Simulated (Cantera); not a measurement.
# Equilibrium for tantalum, niobium, vanadium and zirconium in process gases: Ta + CH4 + H2

A closed system holds: 1 mol Ta, 2.9 mol CH4, 200 mol H2, at 875 °C.

Equilibrium computed with Cantera from the NASA thermochemical tables; the gas is ideal and each condensed phase is pure. Candidate condensed phases: C, C6H6, C7H8, C8H18, Ta, TaC; 77 gas species. TaC: taken at fixed stoichiometry. Condensed phases not in the tables: Ta2C. Equilibrium is a limit: real reactors are often held back by kinetics, nucleation or transport.

```csv
P (Pa),x H2,x CH4,x H,x C2H4,x C2H6,n C(graphite),n TaC(s)
0.100,1.000,2.38e-8,7.19e-5,1.06e-12,<1e-12,1.90,1.00
0.750,1.000,1.78e-7,2.62e-5,7.94e-12,<1e-12,1.90,1.00
5.60,1.000,1.33e-6,9.60e-6,5.93e-11,<1e-12,1.90,1.00
42,1.000,9.98e-6,3.51e-6,4.45e-10,<1e-12,1.90,1.00
320,1.000,7.60e-5,1.27e-6,3.39e-9,3.19e-12,1.88,1.00
2400,0.999,0.000570,4.64e-7,2.54e-8,1.79e-10,1.78,1.00
18000,0.996,0.00424,1.69e-7,1.89e-7,9.97e-9,1.03,1.00
130000,0.991,0.00932,6.27e-8,1.28e-7,4.84e-8,0,1.00
1000000,0.991,0.00932,2.26e-8,1.66e-8,4.84e-8,0,1.00
```
x: gas mole fraction; n: condensed amount in mol.

From 0.100 Pa to 18000 Pa the condensed part is C(graphite) + TaC(s). From 130000 Pa to 1000000 Pa the condensed part is TaC(s).
